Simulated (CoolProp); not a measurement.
Vapour-liquid equilibrium of propylene (1) + R142b (2) at -48.55 °C; x and y are mole fractions of (1).

Values from CoolProp's multi-fluid Helmholtz-energy mixture model, Lemmon 2013 and Lemmon 2006; pair parameters Bell 2016.

```json
[
 {"x": "0.05", "bubble pressure (bar)": "0.2002", "y at the bubble point": "0.301", "dew pressure at overall composition x (bar)": "0.1536", "liquid density (mol/L)": "12.80"},
 {"x": "0.2", "bubble pressure (bar)": "0.3568", "y at the bubble point": "0.665", "dew pressure at overall composition x (bar)": "0.1784", "liquid density (mol/L)": "13.04"},
 {"x": "0.35", "bubble pressure (bar)": "0.4983", "y at the bubble point": "0.800", "dew pressure at overall composition x (bar)": "0.2128", "liquid density (mol/L)": "13.29"},
 {"x": "0.5", "bubble pressure (bar)": "0.6213", "y at the bubble point": "0.870", "dew pressure at overall composition x (bar)": "0.2635", "liquid density (mol/L)": "13.55"},
 {"x": "0.65", "bubble pressure (bar)": "0.7294", "y at the bubble point": "0.916", "dew pressure at overall composition x (bar)": "0.3455", "liquid density (mol/L)": "13.82"},
 {"x": "0.8", "bubble pressure (bar)": "0.8305", "y at the bubble point": "0.953", "dew pressure at overall composition x (bar)": "0.4983", "liquid density (mol/L)": "14.10"},
 {"x": "0.95", "bubble pressure (bar)": "0.9342", "y at the bubble point": "0.988", "dew pressure at overall composition x (bar)": "0.8232", "liquid density (mol/L)": "14.41"}
]
```

No azeotrope shows between x = 0.05 and 0.95.

The pair parameters rest on a limited set of measurements; away from them the model extrapolates.
